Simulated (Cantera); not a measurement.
Premixed flame

A freely propagating, adiabatic, planar premixed flame of H2 : O2 : N2 : H2O = 1 : 0.227 : 0.855 : 0.057 (molar parts), unburnt at 598 K and 825 Torr; mixture-averaged transport, grid criteria slope 0.08 and curve 0.16, no radiation.

Detailed kinetics in Cantera: the H2/O2 subset of GRI-Mech 3.0, which has no nitrogen chemistry. Burning velocities carry a grid error of a few per cent, more on coarse grids.

```
z (mm)   T (K)  u (m/s)   x H2      x O2   x H2O       x O      x OH       x H
-------  -----  -------  -----  --------  ------  --------  --------  --------
-1.19      598     8.53  0.468     0.106  0.0266     <1e-8     <1e-8     <1e-8
-0.792     598     8.53  0.468     0.106  0.0266     <1e-8     <1e-8     <1e-8
-0.594     598     8.53  0.468     0.106  0.0266     <1e-8     <1e-8     <1e-8
-0.396     598     8.53  0.467     0.106  0.0267     <1e-8     <1e-8   8.65e-8
-0.198     624     8.86  0.463     0.106  0.0281   1.37e-5   7.43e-5  0.000316
-0.0991    838     11.6  0.433    0.0996  0.0477  0.000279  0.000568   0.00788
0         1217     16.5  0.344    0.0662   0.121   0.00242   0.00180    0.0433
0.0991    1479     19.8  0.261    0.0192   0.212   0.00270   0.00333    0.0769
0.198     1595     21.3  0.239   0.00383   0.243   0.00145   0.00361    0.0816
0.396     1702     22.5  0.241  0.000572   0.252  0.000939   0.00388    0.0716
0.792     1810     23.8  0.250  0.000308   0.254  0.000680   0.00388    0.0566
1.58      1917     25.0  0.259  0.000183   0.258  0.000419   0.00350    0.0415
3.17      2007     26.0  0.267   9.23e-5   0.261  0.000216   0.00279    0.0284
```
x: mole fraction of selected species; z is measured from the peak of heat release.

- laminar burning velocity: 853 cm/s
- thermal thickness: 0.396 mm
- peak x(O): 0.00315
- peak x(OH): 0.00393
- peak x(H): 0.0820
- grid points: 123
